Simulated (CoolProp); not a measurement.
The numbers come from the reference Helmholtz-energy equation of state, Platzer 1990 in CoolProp. This equation is an older, rougher fit; its heat capacities, sound speeds and derivatives of the liquid may be far off and weren't checked against measurements.

Q: Give the vapour pressure (MPa), enthalpy of vaporisation (kJ/kg), vapour Z, liquid viscosity (µPa s) of saturated c-C4F8 (RC318) at 333.2, 356.2, 363.9 K.

A: 
```tsv
T (K)	p (MPa)	enthalpy of vaporisation (kJ/kg)	vapour Z	liquid viscosity (µPa s)
333.2	0.840	86.0	0.791	217
356.2	1.44	69.4	0.682	150
363.9	1.69	62.2	0.635	131
```

Viscosity comes from a separate model (Huber 2003), an estimate that may be off by 10 % or more.
